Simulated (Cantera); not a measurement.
A Cantera script and its output.

```python
import numpy as np
import cantera as ct

gas = ct.Solution("gri30.yaml")
gas.TPX = 600, 35000, {'C3H8': 1, 'O2': 5.68, 'N2': 21.4, 'CO2': 0.59}
flame = ct.FreeFlame(gas, width=0.083)
flame.set_refine_criteria(ratio=3, slope=0.08, curve=0.16)
flame.transport_model = "mixture-averaged"
flame.solve(loglevel=0, auto=True)
flame.transport_model = "multicomponent"
flame.soret_enabled = False
flame.solve(loglevel=0, refine_grid=True)
z, T = flame.grid, flame.T
thick = (T[-1] - T[0]) / np.gradient(T, z).max()
show = ['C3H8', 'O2', 'CO2', 'C2H6', 'HCN', 'NO']
print(f"laminar burning velocity  {flame.velocity[0] * 100:.3f} cm/s")
print(f"burnt temperature         {T[-1]:.1f} K")
print(f"thermal thickness         {thick * 1e3:.4f} mm")
print(f"grid points               {len(z)}")
z0 = z[flame.heat_release_rate.argmax()]
print(f"{'z/mm':>9s}{'T/K':>9s}{'u/(m/s)':>9s}" + "".join(f"{s:>11s}" for s in show))
rows = []
for k in (-3, -2, -1.5, -1, -0.5, -0.25, 0, 0.25, 0.5, 1, 2, 4, 8):
    zz = z0 + k * thick
    rows.append([k * thick, np.interp(zz, z, T), np.interp(zz, z, flame.velocity),
                 *(np.interp(zz, z, flame.X[gas.species_index(s)]) for s in show)])
    print(f"{rows[-1][0] * 1e3:9.3f}{rows[-1][1]:9.1f}{rows[-1][2]:9.3f}" + "".join(f"{x:11.3e}" for x in rows[-1][3:]))
```

It prints:

```
laminar burning velocity  160.240 cm/s
burnt temperature         2264.4 K
thermal thickness         0.7632 mm
grid points               156
     z/mm      T/K  u/(m/s)       C3H8         O2        CO2       C2H6        HCN         NO
   -2.290    600.0    1.604  3.486e-02  1.980e-01  2.057e-02  2.613e-08  5.394e-12  4.958e-11
   -1.526    600.6    1.607  3.481e-02  1.976e-01  2.054e-02  5.138e-07  1.119e-10  6.543e-10
   -1.145    603.4    1.618  3.475e-02  1.970e-01  2.050e-02  3.858e-06  7.592e-10  3.567e-09
   -0.763    626.7    1.689  3.443e-02  1.939e-01  2.048e-02  5.239e-05  8.762e-09  3.094e-08
   -0.382    866.3    2.385  2.791e-02  1.700e-01  2.192e-02  1.004e-03  1.614e-07  4.026e-07
   -0.191   1219.3    3.452  1.156e-02  1.329e-01  2.656e-02  1.373e-03  5.421e-07  1.174e-06
    0.000   1593.9    4.614  5.860e-04  8.855e-02  3.635e-02  1.739e-04  1.268e-06  2.826e-06
    0.191   1754.4    5.102  1.456e-06  6.201e-02  4.831e-02  1.569e-06  1.294e-06  5.168e-06
    0.382   1793.3    5.205  6.577e-10  5.111e-02  5.870e-02  3.342e-09  6.309e-07  6.955e-06
    0.763   1829.3    5.282  1.393e-15  4.413e-02  7.192e-02  3.850e-14  9.182e-08  9.076e-06
    1.526   1876.9    5.391  1.660e-16  4.046e-02  8.142e-02  2.679e-16  2.675e-09  1.221e-05
    3.053   1938.9    5.543  3.930e-17  3.827e-02  8.568e-02  6.267e-17  1.651e-11  1.778e-05
    6.106   2016.6    5.734 -1.582e-17  3.600e-02  8.955e-02 -2.421e-17  6.759e-13  2.812e-05
```

Model: GRI-Mech 3.0 (53 species, 325 reactions), integrated in Cantera. GRI-Mech 3.0 was tuned for natural gas; its chemistry of propane as a main component is partial and can be far from experiment. Burning velocities carry a grid error of a few per cent, more on coarse grids.
